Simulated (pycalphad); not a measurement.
An equivalent pycalphad script:

```python
from pycalphad import Database, equilibrium, calculate, variables as v
import numpy as np
db = Database('COST507.tdb')
comps = ['AL', 'FE', 'SI', 'VA']
phases = ['AL13FE4', 'AL2FE', 'AL5FE2', 'AL5FE4', 'ALFESI_ALPHA', 'ALFESI_BETA', 'ALFESI_DELTA', 'ALFESI_GAMMA', 'ALFESI_TAU1', 'ALFESI_TAU3', 'BCC_B2', 'DIAMOND_A4', 'FCC_A1', 'FE2SI', 'FE5SI3', 'FESI', 'FESI2_H', 'FESI2_L', 'LIQUID']
eq = equilibrium(db, comps, phases, {v.X('FE'): 0.0119, v.X('SI'): 0.0144, v.T: np.arange(1850, 499, -40), v.P: 101325, v.N: 1}, output=['HM', 'SM'])
```

Source of the numbers: pycalphad with the COST 507 light-alloy database (1999); pressure 1 atm. The database dates from 1999; later assessments differ in places, in temperatures and in the compounds included. Phase fractions are per mole of atoms.

Results at three of the temperatures:

```
T = 1850.00 K, P = 101325 Pa, N = 1 mol of atoms
G = -116822 J/mol, H = 57271 J/mol, S = 94.10 J/(mol K)  (SER reference)
chemical potentials (J/mol): Al -114815, Fe -227382, Si -161165
phase             fraction      x(Al)      x(Fe)      x(Si)
LIQUID              1.0000     0.9737     0.0119     0.0144
```

```
T = 1210.00 K, P = 101325 Pa, N = 1 mol of atoms
G = -60611 J/mol, H = 36929 J/mol, S = 80.61 J/(mol K)  (SER reference)
chemical potentials (J/mol): Al -59064, Fe -161406, Si -81947
phase             fraction      x(Al)      x(Fe)      x(Si)
LIQUID              1.0000     0.9737     0.0119     0.0144
```

```
T = 530.00 K, P = 101325 Pa, N = 1 mol of atoms
G = -18154 J/mol, H = 4565 J/mol, S = 42.87 J/(mol K)  (SER reference)
chemical potentials (J/mol): Al -16850, Fe -132823, Si -11539
phase             fraction      x(Al)      x(Fe)      x(Si)
FCC_A1              0.9184     0.9997   3.59e-08   0.000252
ALFESI_BETA         0.0793     0.7000     0.1500     0.1500
DIAMOND_A4          0.0023    5.7e-11       none     1.0000
```

Changes of the phase set, refined by bisection:

```
T (°C)                         phases above                         phases below
------  -----------------------------------  -----------------------------------
674.5                                LIQUID                     AL13FE4 + LIQUID
645.3                      AL13FE4 + LIQUID            AL13FE4 + FCC_A1 + LIQUID
631.7             AL13FE4 + FCC_A1 + LIQUID       ALFESI_ALPHA + FCC_A1 + LIQUID
619.5        ALFESI_ALPHA + FCC_A1 + LIQUID  ALFESI_ALPHA + ALFESI_BETA + FCC_A1
518.1   ALFESI_ALPHA + ALFESI_BETA + FCC_A1                 ALFESI_BETA + FCC_A1
405.6                  ALFESI_BETA + FCC_A1    ALFESI_BETA + DIAMOND_A4 + FCC_A1
```

Database names, with the compositions (at.%) that they take in these runs: AL13FE4: Al 76 Fe 24; ALFESI_BETA: Al 70 Fe 15 Si 15; ALFESI_ALPHA: Al 72 Fe 19 Si 8. FCC_A1 is fcc; DIAMOND_A4 is diamond (Si). An entry "none" or "no" means that the model of the phase leaves that element out.
